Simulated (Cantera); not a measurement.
A jet of CH4 : O2 : N2 = 0.014 : 0.089 : 0.79 (molar parts) at 300 K and 188 Torr hits a platinum plate 4.9 cm away at a mass flux of 0.19 kg/m²/s; the plate temperature is set and raised in steps from an oxygen-covered start.

Detailed kinetics in Cantera: Deutschmann's 1995 Pt surface mechanism with GRI-Mech 3.0 gas chemistry. Catalytic surfaces can have several steady states; this one follows from the mechanism file's or the stated starting coverage.

x: mole fraction at the wall; θ: surface coverage.

```
plate T (K)  wall x CH4  wall x O2  wall x H2O   wall x OH  wall x CO  wall x CO2   θ free Pt        θ O*       θ OH*
-----------  ----------  ---------  ----------  ----------  ---------  ----------  ----------  ----------  ----------
900              0.0105     0.0886     0.00970     1.40e-8    3.57e-6     0.00633       0.162       0.837     0.00121
950             0.00781     0.0830      0.0146     4.57e-8    3.67e-6     0.00957       0.223       0.775     0.00137
1000            0.00568     0.0785      0.0186     1.26e-7    3.59e-6      0.0122       0.288       0.710     0.00139
1050         (withheld)     0.0753      0.0213  (withheld)    3.48e-6      0.0140  (withheld)  (withheld)     0.00133
1100            0.00316     0.0732      0.0231     6.71e-7    3.43e-6      0.0152       0.420       0.579     0.00123
1150            0.00247     0.0718      0.0243     1.35e-6    3.47e-6      0.0160       0.483       0.516     0.00111
1200         (withheld)     0.0708      0.0251  (withheld)    3.60e-6      0.0165  (withheld)  (withheld)  (withheld)
1250            0.00164     0.0703      0.0255     4.51e-6    4.02e-6      0.0167       0.599       0.400    0.000868
```

### Question
Some entries are withheld; supply them.

### Answer

- 1050, wall x CH4: 0.00418
- 1050, wall x OH: 3.07e-7
- 1050, θ free Pt: 0.354
- 1050, θ O*: 0.644
- 1200, wall x CH4: 0.00199
- 1200, wall x OH: 2.54e-6
- 1200, θ free Pt: 0.543
- 1200, θ O*: 0.456
- 1200, θ OH*: 0.000986
